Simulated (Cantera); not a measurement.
What does this Cantera script print?

```python
import numpy as np
import cantera as ct

gas = ct.Solution("gri30.yaml")
gas.TPX = 1773, 101325, {'CH4': 1, 'CO': 0.032, 'O2': 3.36, 'N2': 12.6}
reactor = ct.IdealGasReactor(gas, energy="on", clone=False)
net = ct.ReactorNet([reactor])
net.rtol, net.atol = 1e-08, 1e-16
show = ['CH4', 'CO', 'O2', 'CH3', 'NO', 'OH', 'H2']
times = np.geomspace(1e-06, 5, 10)

steps = ct.SolutionArray(gas, extra=["t"])
rows = []
print(f"{'t/s':>10s}{'T/K':>9s}{'P/Pa':>11s}" + "".join(f"{s:>11s}" for s in show))
for t in times:
    while net.time < t:
        t_next = net.step()
        steps.append(gas.state, t=t_next)
    rows.append([np.interp(t, steps.t, y) for y in (steps.T, steps.P, *steps(*show).X.T)])
    print(f"{t:10.3e}{rows[-1][0]:9.1f}{rows[-1][1]:11.4g}" + "".join(f"{x:11.3e}" for x in rows[-1][2:]))
rate = np.gradient(steps.T, steps.t)
print("integrator steps:", len(steps.t))
if steps.T.max() > steps.T[0] + 200:
    print(f"time of steepest temperature rise: {steps.t[rate.argmax()]:.4e} s")
gas.TPX = 1773, 101325, {'CH4': 1, 'CO': 0.032, 'O2': 3.36, 'N2': 12.6}
gas.equilibrate("UV")
print(f"equilibrium (UV): T = {gas.T:.1f} K  " + "  ".join(f"{s} {gas[s].X[0]:.3e}" for s in show))
```

It prints:

```
       t/s      T/K       P/Pa        CH4         CO         O2        CH3         NO         OH         H2
 1.000e-06   1773.0  1.013e+05  5.885e-02  1.883e-03  1.977e-01  4.009e-06  5.994e-14  4.349e-07  7.049e-07
 5.550e-06   1772.8  1.013e+05  5.882e-02  1.883e-03  1.977e-01  3.113e-05  9.440e-13  9.035e-07  5.194e-06
 3.081e-05   1772.5  1.013e+05  5.850e-02  1.886e-03  1.976e-01  2.596e-04  1.396e-11  4.075e-06  4.867e-05
 1.710e-04   2703.8  1.599e+05  6.361e-17  2.156e-02  7.843e-02  1.081e-15  5.988e-04  2.431e-02  7.590e-03
 9.491e-04   2798.4  1.642e+05  9.517e-17  1.805e-02  7.298e-02  1.309e-15  1.209e-02  2.207e-02  6.005e-03
 5.268e-03   2789.1  1.635e+05  9.414e-17  1.786e-02  6.952e-02  1.259e-15  1.986e-02  2.135e-02  5.963e-03
 2.924e-02   2789.1  1.635e+05  9.413e-17  1.786e-02  6.951e-02  1.259e-15  1.989e-02  2.135e-02  5.963e-03
 1.623e-01   2789.1  1.635e+05  9.413e-17  1.786e-02  6.951e-02  1.259e-15  1.989e-02  2.135e-02  5.963e-03
 9.008e-01   2789.1  1.635e+05  9.413e-17  1.786e-02  6.951e-02  1.259e-15  1.989e-02  2.135e-02  5.963e-03
 5.000e+00   2789.1  1.635e+05  9.413e-17  1.786e-02  6.951e-02  1.259e-15  1.989e-02  2.135e-02  5.963e-03
integrator steps: 1671
time of steepest temperature rise: 1.2154e-04 s
equilibrium (UV): T = 2789.1 K  CH4 1.333e-16  CO 1.786e-02  O2 6.951e-02  CH3 1.782e-15  NO 1.989e-02  OH 2.135e-02  H2 5.963e-03
```

Cantera simulation using GRI-Mech 3.0 (53 species, 325 reactions); the numbers are that mechanism's predictions, not measurements.
